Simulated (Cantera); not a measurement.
## Adiabatic ignition

An adiabatic, constant-pressure homogeneous reactor starts with 2.15 % C₂H₄, 17.9 % O₂, 67.3 % N₂, 12.7 % H₂O, equivalence ratio 0.36, at 1250 K and 4.30 bar.

Detailed kinetics in Cantera: GRI-Mech 3.0 (53 species, 325 reactions). GRI-Mech 3.0 was tuned for natural gas; its chemistry of ethylene as a main component is partial and can be far from experiment.

| t (s) | T (K) | x C₂H₄ | x O₂ | x H₂O | x C₂H₂ | x O | x N₂O |
|---|---|---|---|---|---|---|---|
| 1.00e-6 | 1250 | 0.0215 | 0.179 | 0.127 | 1.78e-9 | 1.34e-11 | <1e-12 |
| 3.14e-6 | 1250 | 0.0215 | 0.179 | 0.127 | 5.60e-9 | 3.46e-11 | <1e-12 |
| 9.85e-6 | 1250 | 0.0215 | 0.179 | 0.127 | 1.76e-8 | 5.87e-11 | <1e-12 |
| 3.09e-5 | 1250 | 0.0215 | 0.179 | 0.127 | 5.57e-8 | 1.25e-10 | <1e-12 |
| 9.70e-5 | 1250 | 0.0215 | 0.179 | 0.127 | 1.82e-7 | 9.35e-10 | 1.05e-12 |
| 0.000305 | 1903 | <1e-12 | 0.116 | 0.165 | <1e-12 | 0.00131 | 1.53e-6 |
| 0.000956 | 1981 | <1e-12 | 0.114 | 0.169 | <1e-12 | 9.47e-5 | 5.26e-7 |
| 0.00300 | 1981 | <1e-12 | 0.114 | 0.169 | <1e-12 | 9.47e-5 | 5.26e-7 |
| 0.00942 | 1981 | <1e-12 | 0.114 | 0.169 | <1e-12 | 9.47e-5 | 5.26e-7 |
| 0.0296 | 1981 | <1e-12 | 0.114 | 0.169 | <1e-12 | 9.46e-5 | 5.25e-7 |
| 0.0928 | 1981 | <1e-12 | 0.114 | 0.169 | <1e-12 | 9.44e-5 | 5.25e-7 |
| 0.291 | 1980 | <1e-12 | 0.114 | 0.169 | <1e-12 | 9.37e-5 | 5.23e-7 |
| 0.914 | 1977 | <1e-12 | 0.113 | 0.169 | <1e-12 | 9.17e-5 | 5.20e-7 |
| 2.87 | 1973 | <1e-12 | 0.112 | 0.169 | <1e-12 | 8.81e-5 | 5.15e-7 |
| 9.00 | 1971 | <1e-12 | 0.112 | 0.169 | <1e-12 | 8.64e-5 | 5.14e-7 |
x: mole fraction; the columns are a selection and need not sum to one.

```json
{
  "time_of_steepest_temperature_rise": "0.274 ms",
  "temperature at 9.00 s": "1971 K",
  "equilibrium_temperature": "1971 K",
  "x(C₂H₄) at 9.00 s": "<1e-12 (gas-phase equilibrium <1e-12)",
  "x(O₂) at 9.00 s": "0.112 (gas-phase equilibrium 0.112)",
  "x(H₂O) at 9.00 s": "0.169 (gas-phase equilibrium 0.169)"
}
```
